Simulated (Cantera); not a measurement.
A perfectly stirred reactor is fed with 24.4 % NH3, 75.6 % H2, at 8.25 Torr; it is held at 2148 K, and followed from long to short residence time.

Model: the gas-phase N/H chemistry of the illustrative SiF4/NH3 mechanism in the Surface Chemkin manual (1991), integrated in Cantera. Walls and surfaces, which speed up NH3 decomposition in real reactors, are not modelled.

Question: Predict: x(NH3) at τ = 7.70 s; x(H2) at τ = 7.70 s; x(N2) at τ = 7.70 s; x(N) at τ = 7.70 s; x(NH3) at τ = 48.0 ms; x(H2) at τ = 48.0 ms; x(N2) at τ = 48.0 ms; x(N2H4) at τ = 48.0 ms; x(N) at τ = 48.0 ms.

Answer: 
| Quantity | Result |
|---|---|
| x(NH3) at τ = 7.70 s | 0.0124 |
| x(H2) at τ = 7.70 s | 0.891 |
| x(N2) at τ = 7.70 s | 0.0928 |
| x(N) at τ = 7.70 s | 4.56e-6 |
| x(NH3) at τ = 48.0 ms | 0.223 |
| x(H2) at τ = 48.0 ms | 0.767 |
| x(N2) at τ = 48.0 ms | 0.00771 |
| x(N2H4) at τ = 48.0 ms | 1.66e-9 |
| x(N) at τ = 48.0 ms | 3.44e-6 |
